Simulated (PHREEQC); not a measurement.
Make-up at 80 °C: 56 mmol/kgw HCl, 2.4 mmol/kgw ZnSO4 and 3.9 mmol/kgw NiSO4. Closed to the air; pH follows from the charge balance.

Model: ion-association model, wateq4f.dat, run in PHREEQC.

| quantity | before | after |
|---|---|---|
| pH | 1.38 | 1.37 |
| ionic strength (mol/kgw) | 0.0676 | 0.0694 |
| HSO4- (mol/kgw) | 0.00547 | 0.00477 |
| Zn+2 (mol/kgw) | 0.00158 | 0.00193 |
| ZnCl+ (mol/kgw) | 0.000734 | 0.000339 |
| SO4-2 (mol/kgw) | 0.000670 | 0.00125 |
| SI of Morenosite (NiSO4:7H2O) | -4.44 | -3.97 |
| SI of Goslarite (ZnSO4:7H2O) | -5.20 | -4.62 |

### Question
What was changed between the two runs?
A. NiSO4 from 0.0039 to 0.00429 mol/kgw
B. temperature from 80 to 75 °C
C. temperature from 80 to 50 °C
D. 0.0011 mol/kgw Na2B4O7 added

### Answer
C, temperature from 80 to 50 °C

Precipitation was switched off in this run. Away from 25 °C the constants follow the database's enthalpies or fits; those with neither stay at their 25 °C values.
